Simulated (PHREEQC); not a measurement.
Dissolve 0.21 mol KBr and 0.047 mol LiOH per kg of water at 25 °C. It is in equilibrium with CO2 at log p = -3.4 (atm). Otherwise closed; pH follows from the charge balance.

The numbers come from PHREEQC with the ion-association model, phreeqc.dat.

```tsv
quantity	before	after
pH	9.51	8.79
HCO3- (mol/kgw)	0.0264	0.00430
```

Which change was made?
A) KBr left out
B) 0.087 mol/kgw KCl added
C) diluted 10-fold with water
D) LiOH replaced by Li2CO3 at the same molality

C, diluted 10-fold with water

This is a speciation only: nothing precipitates in the calculation.
